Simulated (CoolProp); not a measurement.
Properties of carbon dioxide at several states.

The numbers come from the reference Helmholtz-energy equation of state, Span 1996 in CoolProp.

```json
[
 {"T (K)": "954.8", "p (MPa)": "0.179", "phase": "gas", "Joule-Thomson coefficient (K/MPa)": "(withheld)", "expansivity (1/kK)": "1.048"},
 {"T (K)": "703", "p (MPa)": "9.8", "phase": "supercritical", "Joule-Thomson coefficient (K/MPa)": "(withheld)", "expansivity (1/kK)": "1.562"},
 {"T (K)": "514.9", "p (MPa)": "0.129", "phase": "gas", "Joule-Thomson coefficient (K/MPa)": "(withheld)", "expansivity (1/kK)": "1.950"}
]
```

Problem. Some entries are withheld; supply them.

Solution. 
- 954.8, Joule-Thomson coefficient (K/MPa): 0.5202
- 703, Joule-Thomson coefficient (K/MPa): 1.135
- 514.9, Joule-Thomson coefficient (K/MPa): 2.924
